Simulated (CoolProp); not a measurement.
Vapour-liquid equilibrium of diethyl ether (1) + acetone (2) at 0.686 MPa; x and y are mole fractions of (1).

Computed with CoolProp (multi-fluid Helmholtz-energy mixture model, Thol 2014 and Lemmon 2006; pair parameters Bell 2016).

```
x      bubble temperature, mixture model (°C)  bubble temperature, Raoult's law (°C)  y, mixture model  y, Raoult's law
-----  --------------------------------------  -------------------------------------  ----------------  ---------------
0.05                                    123.1                                  124.1             0.092            0.080
0.125                                   119.6                                  122.1             0.216            0.192
0.2                                     116.4                                  120.0             0.323            0.294
0.275                                   113.6                                  118.1             0.415            0.388
0.35                                    111.2                                  116.2             0.495            0.475
0.425                                   109.1                                  114.4             0.563            0.555
0.5                                     107.3                                  112.6             0.624            0.629
0.575                                   105.8                                  110.9             0.679            0.698
0.65                                    104.6                                  109.2             0.731            0.761
0.725                                   103.6                                  107.6             0.781            0.819
0.8                                     102.8                                  106.0             0.832            0.874
0.875                                   102.3                                  104.5             0.888            0.924
0.95                                    102.0                                  103.0             0.951            0.971
```

The largest gap from Raoult's law is -5.3 K in bubble temperature, at x = 0.5. No azeotrope shows between x = 0.05 and 0.95.

Pair parameters are fitted to limited data, so mixtures are less certain than the pure fluids.
